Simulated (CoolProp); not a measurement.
Vapour-liquid equilibrium of n-butane (1) + cis-2-butene (2) at 6.75 °C; x and y are mole fractions of (1).

Values from CoolProp's multi-fluid Helmholtz-energy mixture model, Bücker 2006 and Lemmon 2005; pair parameters Bell 2016.

| x | bubble pressure (bar) | y at the bubble point | dew pressure at overall composition x (bar) | liquid density (mol/L) |
|---|---|---|---|---|
| 0.05 | … | 0.063 | 1.149 | 11.28 |
| 0.15 | 1.181 | 0.179 | 1.174 | 11.16 |
| 0.25 | 1.207 | 0.286 | 1.198 | 11.03 |
| 0.35 | 1.229 | 0.388 | 1.221 | … |
| 0.45 | 1.248 | 0.486 | 1.241 | 10.80 |
| 0.55 | 1.265 | 0.581 | 1.260 | 10.69 |
| 0.65 | 1.280 | 0.675 | 1.276 | 10.58 |
| 0.75 | 1.294 | 0.768 | … | 10.47 |
| 0.85 | … | 0.861 | 1.305 | 10.36 |
| 0.95 | 1.318 | 0.954 | … | 10.26 |

**Question.** Some entries are withheld; supply them.

**Answer.** 
- 0.05, bubble pressure (bar): 1.152
- 0.35, liquid density (mol/L): 10.91
- 0.75, dew pressure at overall composition x (bar): 1.291
- 0.85, bubble pressure (bar): 1.306
- 0.95, dew pressure at overall composition x (bar): 1.317

No azeotrope shows between x = 0.05 and 0.95.

The pair parameters rest on a limited set of measurements; away from them the model extrapolates.
